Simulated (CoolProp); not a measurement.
R410A along the isotherm 102.55 °C: Z from the reference equation and from simpler models built on Tc = 71.3 °C, pc = 4901 kPa, ω = 0.296; each cubic takes its own stable root.

Values from CoolProp's reference Helmholtz-energy equation of state, Lemmon 2003. It is a pseudo-pure fit of the blend.

| p (kPa) | phase | reference |
|---|---|---|
| 2720 | gas | 0.8373 |
| 5450 | supercritical | 0.6363 |
| 8170 | supercritical | 0.4045 |
| 10900 | supercritical | 0.3695 |
| 13600 | supercritical | 0.4072 |
| 16300 | supercritical | 0.4555 |
| 19100 | supercritical | 0.5084 |
| 21800 | supercritical | 0.5600 |
| 24500 | supercritical | 0.6117 |

Q: How far does each simpler model (van der Waals, Redlich-Kwong, Soave-Redlich-Kwong, Peng-Robinson) lie from the reference over these 9 states: mean and median of the absolute difference, and the worst?

A: 
- van der Waals: mean 27.0 %, median 37.3 %, worst +42.9 % at 102.55 °C and 24500 kPa
- Redlich-Kwong: mean 12.3 %, median 16.9 %, worst +18.5 % at 102.55 °C and 13600 kPa
- Soave-Redlich-Kwong: mean 17.8 %, median 20.2 %, worst +26.4 % at 102.55 °C and 10900 kPa
- Peng-Robinson: mean 9.2 %, median 10.3 %, worst +16.5 % at 102.55 °C and 10900 kPa
